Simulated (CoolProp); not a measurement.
Vapour-liquid equilibrium of n-pentane (1) + acetone (2) at 309.1 K; x and y are mole fractions of (1).

Model: multi-fluid Helmholtz-energy mixture model, Thol 2019 and Lemmon 2006; pair parameters Bell 2016, in CoolProp.

```tsv
x	bubble pressure, mixture model (bar)	bubble pressure, Raoult's law (bar)	y, mixture model	y, Raoult's law
0.05	0.6636	0.5094	0.299	0.099
0.125	0.8477	0.5489	0.479	0.230
0.2	0.9611	0.5884	0.562	0.343
0.275	1.030	0.6279	0.608	0.442
0.35	1.072	0.6673	0.636	0.529
0.425	1.098	0.7068	0.657	0.607
0.5	1.116	0.7463	0.673	0.676
0.575	1.128	0.7858	0.688	0.739
0.65	1.136	0.8253	0.706	0.795
0.725	1.140	0.8647	0.730	0.846
0.8	1.136	0.9042	0.763	0.893
0.875	1.117	0.9437	0.816	0.936
0.95	1.069	0.9832	0.904	0.975
```

The largest gap from Raoult's law is +64.0 % in bubble pressure, at x = 0.275. y crosses x between x = 0.725 and 0.8: the model has an azeotrope there.

The pair parameters rest on a limited set of measurements; away from them the model extrapolates. With so large a gap from Raoult's law the liquid may split in two, which this calculation doesn't test in full.
